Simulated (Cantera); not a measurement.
Input: 1 mol CHF₃, held at 11.0 mbar.

These are equilibrium values from Cantera (NASA tables, ideal gas, pure condensed phases), not measurements of a reactor. Candidate condensed phases: C, C₆H₆, C₇H₈, C₈H₁₈; 110 gas species. Ions and electrons are included (thermal ionisation). Gases not in the tables: C₂F₆ and larger saturated fluorocarbons. Rates play no part.

x: gas mole fraction; n: condensed amount in mol.

```
T (K)      x HF     x F     x CF₄     x CF₂      x H       x C      x CF      x C₃      x C₂  n C(graphite)
-----  --------  ------  --------  --------  -------  --------  --------  --------  --------  -------------
2000      0.635  0.0242     0.281    0.0563  2.59e-6   2.77e-9  0.000112   2.52e-9  2.13e-10          0.464
2250          …       …         …         …        …         …         …         …         …              …
2500          …       …         …         …        …         …         …         …         …              …
2750      0.356   0.534   6.06e-5    0.0723  0.00107  0.000343    0.0349   0.00153  0.000148          0.684
3000      0.317   0.554   6.84e-7    0.0204  0.00803   0.00461    0.0641    0.0284   0.00288          0.437
3250      0.249   0.554   7.68e-9   0.00368   0.0396    0.0233    0.0582    0.0590    0.0112              0
3500      0.147   0.582  1.40e-10  0.000654    0.108    0.0656    0.0393    0.0380    0.0175              0
3750     0.0585   0.594  3.18e-12  0.000112    0.166     0.129    0.0219    0.0134    0.0167              0
4000     0.0201   0.596    <1e-12   1.74e-5    0.188     0.174   0.00967   0.00224   0.00893              0
4250    0.00723   0.598    <1e-12   2.81e-6    0.196     0.191   0.00394  0.000274   0.00362              0
4500    0.00285   0.599    <1e-12   5.25e-7    0.198     0.196   0.00167   3.60e-5   0.00146              0
4750    0.00123   0.600    <1e-12   1.15e-7    0.199     0.198  0.000765   5.60e-6  0.000628              0
5000   0.000574   0.600    <1e-12   2.92e-8    0.200     0.199  0.000376   1.03e-6  0.000290              0
```

**Question.** What belongs in the gaps?

**Answer.** 
- 2500, x HF: 0.402
- 2500, x F: 0.389
- 2500, x CF₄: 0.00441
- 2500, x CF₂: 0.189
- 2500, x H: 0.000124
- 2500, x C: 1.51e-5
- 2500, x CF: 0.0127
- 2500, x C₃: 4.52e-5
- 2500, x C₂: 4.16e-6
- 2500, n C(graphite): 0.481
- 2250, x HF: 0.514
- 2250, x F: 0.157
- 2250, x CF₄: 0.104
- 2250, x CF₂: 0.215
- 2250, x H: 1.66e-5
- 2250, x C: 3.31e-7
- 2250, x CF: 0.00217
- 2250, x C₃: 5.91e-7
- 2250, x C₂: 5.20e-8
- 2250, n C(graphite): 0.361
